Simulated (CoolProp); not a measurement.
The numbers come from the reference Helmholtz-energy equation of state, de Reuck 1990 in CoolProp.

Problem. Give the vapour pressure (MPa), vapour density (kg/m³), liquid cp (kJ/(kg K)), surface tension (mN/m) of saturated fluorine at 106.6, 111 K.

Solution. 
| T (K) | p (MPa) | vapour density (kg/m³) | liquid cp (kJ/(kg K)) | surface tension (mN/m) |
|---|---|---|---|---|
| 106.6 | 0.704 | 34.6 | 1.64 | 7.78 |
| 111 | 0.950 | 46.2 | 1.69 | 6.69 |

Surface tension comes from a separate correlation (Mulero 2012).
